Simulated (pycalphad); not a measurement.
## Effect of Sn content in Si-Sn

All values are pycalphad results on the COST 507 light-alloy database (1999) (1 atm), not direct measurements. These are 1990s assessments: newer ones move some temperatures and phases. Phase fractions are per mole of atoms.

**Question.** One of these alloys has its liquidus at 1665 K, its solidus at 505 K, and holds diamond (Si) 0.94, liquid 0.06 at 550 K. Which?
A. Si-44.2Sn (wt.%)
B. Si-36.19Sn (wt.%)
C. Si-7.829Sn (wt.%)
D. Si-26.58Sn (wt.%)
E. Si-21.01Sn (wt.%)

**Answer.** E, Si-21.01Sn (wt.%). The others: Si-7.829Sn (wt.%), liquidus 1678, solidus 505; Si-26.58Sn (wt.%), liquidus 1660, solidus 505; Si-36.19Sn (wt.%), liquidus 1652, solidus 505; Si-44.2Sn (wt.%), liquidus 1646, solidus 505
